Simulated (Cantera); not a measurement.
**Thermodynamics of boron, boron nitride and boron oxide, feed BF3 + H2O + H2**

A closed system holds: 1 mol BF3, 1.6 mol H2O, 6.5 mol H2, at 1500 K.

Cantera equilibrium calculation (NASA polynomials, part measured and part estimated; ideal gas, pure solids and liquids). Candidate condensed phases: B, B2O3, B3O3H3, H2O; 43 gas species. The tables' values for BF2 are old estimates; treat these amounts as uncertain. Gases not in the tables: H3BO3. Equilibrium is a limit: real reactors are often held back by kinetics, nucleation or transport.

From 10.0 Pa to 0.220 bar nothing is condensed. At 1.00 bar the condensed part is B2O3(l).

```csv
P (Pa),x H2,x HF,x H2O,x BOF,x BF3,x HBO2,n B2O3(l)
10,0.642,0.206,0.0516,0.0909,6.75e-5,0.00779,0
46,0.643,0.205,0.0518,0.0907,0.000307,0.00782,0
220,0.644,0.204,0.0529,0.0896,0.00140,0.00795,0
1000,0.647,0.197,0.0566,0.0856,0.00531,0.00840,0
4600,0.654,0.180,0.0662,0.0749,0.0153,0.00941,0
22000,0.666,0.153,0.0825,0.0547,0.0310,0.0101,0
100000,0.682,0.130,0.0991,0.0293,0.0450,0.00763,0.00954
```
x: gas mole fraction; n: condensed amount in mol.
